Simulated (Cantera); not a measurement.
Charge: 1 mol C, 7.9 mol H₂, held at 1.10 bar.

These are equilibrium values from Cantera (NASA tables, ideal gas, pure condensed phases), not measurements of a reactor. Candidate condensed phases: C, C₆H₆, C₇H₈, C₈H₁₈; 76 gas species. The numbers say what is thermodynamically allowed, not how fast it happens.

Over these rows the condensed part is C(graphite). Partial pressures as log10 of bar:

```json
[
 {"T (K)": "1298", "1000/T (1/K)": "0.7704", "log p C₂H₂ (acetylene)": "-6.22", "log p H₂": "0.04"},
 {"T (K)": "1348", "1000/T (1/K)": "0.7418", "log p C₂H₂ (acetylene)": "-5.88", "log p H₂": "0.04"},
 {"T (K)": "1398", "1000/T (1/K)": "0.7153", "log p C₂H₂ (acetylene)": "?", "log p H₂": "0.04"},
 {"T (K)": "1448", "1000/T (1/K)": "0.6906", "log p C₂H₂ (acetylene)": "-5.28", "log p H₂": "0.04"},
 {"T (K)": "1498", "1000/T (1/K)": "0.6676", "log p C₂H₂ (acetylene)": "-5.01", "log p H₂": "0.04"},
 {"T (K)": "1548", "1000/T (1/K)": "0.6460", "log p C₂H₂ (acetylene)": "-4.76", "log p H₂": "0.04"}
]
```

Problem. Fit log p(C₂H₂ (acetylene)) = a + b·(1000/T) to the five rows, give the apparent enthalpy, and predict the row at 1398 K.

Solution. Means: 1000/T = 0.7033, log p = -5.430. Sxy = -0.125624, Sxx = 0.0107037, so b = -11.74 and a = -5.430 − (-11.74)×0.7033 = 2.83.
Apparent enthalpy: −19.145 × (-11.74) = 225 kJ/mol. With the condensed phases at unit activity, 2 C(graphite) + H₂(g) = C₂H₂ (acetylene)(g) links this pressure to the main gases: over the six rows their terms move log p by +0.00 in all, so the slope is close to that reaction's ΔH°. The five rows lie within 0.01 of the line.
Prediction at 1398 K: 2.83 + (-11.74)×0.7153 = -5.57. The computed value is -5.57, 0.00 from the line.
